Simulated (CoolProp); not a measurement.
A single-stage vapour-compression cycle with ammonia: evaporating at 207.15 K (dew point), condensing at 250.15 K (bubble point), superheat 5 K, subcooling 0 K, compressor efficiency 0.7, no pressure losses. Each further row changes one setting.

Computed with CoolProp (reference Helmholtz-energy equation of state, Gao 2020).

| case | cooling COP | pressure ratio | discharge temperature (K) | refrigerating effect (kJ/kg) | volumetric capacity (kJ/m³) |
|---|---|---|---|---|---|
| as stated | 2.64 | 11.4 | 438.5 | 1280 | 181 |
| evaporating temperature 212.15 K | 3.16 | 8.12 | 409.2 | 1290 | 251 |
| condensing temperature 245.15 K | 3.06 | 9.05 | 412.9 | 1300 | 184 |
| subcooling 5 K | 2.68 | 11.4 | 438.5 | 1300 | 184 |
| superheat 15 K | 2.56 | 11.4 | 456.6 | 1300 | 175 |
| compressor efficiency 0.6 | 2.26 | 11.4 | 472.3 | 1280 | 181 |
